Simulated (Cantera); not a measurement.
A Cantera script and what it prints.

```python
import numpy as np
import cantera as ct

gas_names = """
    N NO NO2 NO3 N2 N2O O O2 O3 Pb PbO Pb2
""".split()
cond_names = """
    Pb(cr) Pb(L) PbO(rd) PbO(yw) PbO(L) PbO2(s) Pb3O4(s)
""".split()


# ... load() reads the species with a 1 bar reference pressure and builds the phases ...
atoms = {
    'PbO': {'Pb': 1, 'O': 1},
    'N2': {'N': 2},
}
top_T = {'Pb3O4(s)': 820}  # K; cautious upper limits of use, not melting points


# ... equilibrate(T, P, feed) seeds the gas with the atoms and calls Mixture.equilibrate('TP', solver="vcs", rtol=1e-11, max_steps=5000) ...
results = []
feed = {'PbO': 1, 'N2': 8.3}  # mol
P = 160000  # Pa
for T in [498, 598, 698, 798, 898, 998, 1098, 1198, 1298, 1398, 1498, 1598]:
    mix = equilibrate(T, P, feed)
    results.append((T, P, feed, dict(zip(mix.species_names, mix.species_moles))))

top = {s: max(r[3][s] / sum(r[3][g] for g in gas_names) for r in results) for s in gas_names}
cols = sorted((s for s in top if top[s] > 0.0001), key=lambda s: -top[s])[:5]
seen = [c for c in cond_names if any(r[3].get(c, 0) > 1e-12 for r in results)]
print("log10 of partial pressures in bar; condensed amounts in mol")
print(f"{'T/K':>10s}" + "".join(f"{s[:9]:>10s}" for s in cols + seen))
for T, P, feed, n in results:
    ng = sum(n[g] for g in gas_names)
    print(f"{T:10.4g}" + "".join(f"{np.log10(max(n[s] / ng * P / 1e5, 1e-99)):10.3f}" for s in cols)
          + "".join(f"{n.get(c, 0):10.4g}" for c in seen))
```

It prints:

```
log10 of partial pressures in bar; condensed amounts in mol
       T/K        N2       PbO        Pb        O2        NO   PbO(rd)   PbO(yw)    PbO(L)
       498     0.204   -21.400   -14.736   -35.545   -26.595         1         0         0
       598     0.204   -16.391   -17.040   -16.522   -15.481         1         0         0
       698     0.204   -12.841   -13.089   -14.185   -13.170         1         0         0
       798     0.204   -10.201   -10.679   -11.370   -10.906         0         1         0
       898     0.204    -8.163    -8.771    -9.278    -9.193         0         1         0
       998     0.204    -6.545    -7.232    -7.654    -7.849         0         1         0
      1098     0.204    -5.232    -5.971    -6.349    -6.760         0         1         0
      1198     0.204    -4.184    -4.947    -5.302    -5.874         0         0    0.9996
      1298     0.204    -3.361    -4.119    -4.463    -5.147         0         0    0.9973
      1398     0.203    -2.663    -3.415    -3.751    -4.528         0         0    0.9867
      1498     0.201    -2.065    -2.808    -3.138    -3.994         0         0    0.9469
      1598     0.194    -1.549    -2.280    -2.606    -3.532         0         0    0.8221
```

Equilibrium computed with Cantera from the NASA thermochemical tables; the gas is ideal and each condensed phase is pure. Gases not in the tables: (PbO)n polymers.
